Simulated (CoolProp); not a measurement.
Vapour-liquid equilibrium of fluoroethane (R161) (1) + R227EA (2) at 335 K; x and y are mole fractions of (1).

Values from CoolProp's multi-fluid Helmholtz-energy mixture model, Wu 2012 and Lemmon 2016; pair parameters Bell 2016.

| x | bubble pressure, mixture model (kPa) | bubble pressure, Raoult's law (kPa) | y, mixture model | y, Raoult's law |
|---|---|---|---|---|
| 0.05 | 1234 | 1281 | 0.054 | 0.088 |
| 0.2 | 1284 | 1435 | 0.238 | 0.315 |
| 0.35 | 1392 | 1589 | 0.432 | 0.497 |
| 0.5 | 1547 | 1743 | 0.609 | 0.647 |
| 0.65 | 1738 | 1897 | 0.756 | 0.773 |
| 0.8 | 1950 | 2051 | 0.874 | 0.880 |
| 0.95 | 2178 | 2206 | 0.971 | 0.972 |

The largest gap from Raoult's law is -12.4 % in bubble pressure, at x = 0.35. No azeotrope shows between x = 0.05 and 0.95.

Pair parameters are fitted to limited data, so mixtures are less certain than the pure fluids.
